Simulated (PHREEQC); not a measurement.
Consider water at 20 °C with 1.7 mmol/kgw HF, 26 mmol/kgw NH4F, 0.0005 mmol/kgw H4SiO4 and 8.1 mmol/kgw H2SO4. Closed to the air; pH follows from the charge balance.

Equilibrium calculation in PHREEQC: ion-association model, phreeqc.dat.

### Question
The ionic strength comes out as 0.0329 mol/kgw. What activity coefficients do SO4-2, NH4+, NH4SO4-, HF2-, H+ get?

### Answer
SO4-2 0.52, NH4+ 0.83, NH4SO4- 0.85, HF2- 0.85, H+ 0.87.

No solid was allowed to form. Species that the database lacks are ignored. SiF6-2 is the database's only silicon fluoride.
